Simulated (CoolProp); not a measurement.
R1132(E) along the isotherm 351.2 K: fugacity coefficient from the reference equation and from simpler models built on Tc = 348.8 K, pc = 5.174 MPa, ω = 0.245; each cubic takes its own stable root.

Values from CoolProp's reference Helmholtz-energy equation of state, Akasaka 2024.

| p (MPa) | phase | reference | van der Waals | Soave-Redlich-Kwong | Peng-Robinson |
|---|---|---|---|---|---|
| 0.0206 | gas | 0.9986 | 0.9988 | 0.9987 | 0.9985 |
| 0.0347 | gas | 0.9977 | 0.9980 | 0.9978 | 0.9975 |
| 0.0585 | gas | 0.9962 | 0.9967 | 0.9962 | 0.9958 |
| 0.0988 | gas | 0.9935 | 0.9944 | 0.9936 | 0.9929 |
| 0.167 | gas | 0.9891 | 0.9906 | 0.9893 | 0.9880 |
| 0.281 | gas | 0.9816 | 0.9842 | 0.9820 | 0.9799 |
| 0.475 | gas | 0.9690 | 0.9732 | 0.9696 | 0.9662 |
| 0.801 | gas | 0.9479 | 0.9550 | 0.9489 | 0.9434 |
| 1.35 | gas | 0.9127 | 0.9242 | 0.9144 | 0.9055 |
| 2.28 | gas | 0.8537 | 0.8722 | 0.8568 | 0.8429 |
| 3.85 | gas | 0.7547 | 0.7832 | 0.7604 | 0.7402 |
| 6.5 | supercritical | 0.5629 | 0.6028 | 0.5770 | 0.5541 |
